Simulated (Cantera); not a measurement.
# Adiabatic ignition

An adiabatic, constant-pressure homogeneous reactor starts with H₂ : O₂ : N₂ : H₂O = 1 : 0.455 : 2.32 : 1.1 (molar parts), at 1025 K and 1000000 Pa.

Computed with Cantera and the H2/O2 subset of GRI-Mech 3.0, which has no nitrogen chemistry. The hydrogen kinetics of GRI-Mech 3.0 are dated; newer H2 mechanisms differ, most at raised pressure.

```tsv
t (s)	T (K)	x H₂	x O₂	x H₂O	x HO₂	x OH
1.00e-6	1025	0.205	0.0933	0.226	5.44e-10	<1e-12
3.40e-6	1025	0.205	0.0933	0.226	1.89e-9	<1e-12
1.16e-5	1025	0.205	0.0933	0.226	6.47e-9	<1e-12
3.93e-5	1025	0.205	0.0933	0.226	2.21e-8	<1e-12
0.000134	1025	0.205	0.0933	0.226	7.74e-8	2.19e-12
0.000454	1025	0.205	0.0933	0.226	3.30e-7	1.61e-11
0.00154	1025	0.205	0.0933	0.226	3.95e-6	3.47e-10
0.00524	1035	0.204	0.0925	0.227	5.73e-5	3.69e-8
0.0178	2258	0.0210	0.000124	0.453	1.02e-7	0.00117
0.0606	2258	0.0210	0.000124	0.453	1.02e-7	0.00117
0.206	2258	0.0210	0.000124	0.453	1.02e-7	0.00117
0.700	2258	0.0210	0.000124	0.453	1.02e-7	0.00117
```
x: mole fraction; the columns are a selection and need not sum to one.

- time of steepest temperature rise = 7.50 ms
- temperature at 0.700 s = 2258 K
- equilibrium temperature = 2258 K
- x(H₂) at 0.700 s = 0.0210 (gas-phase equilibrium 0.0210)
- x(O₂) at 0.700 s = 0.000124 (gas-phase equilibrium 0.000124)
- x(H₂O) at 0.700 s = 0.453 (gas-phase equilibrium 0.453)
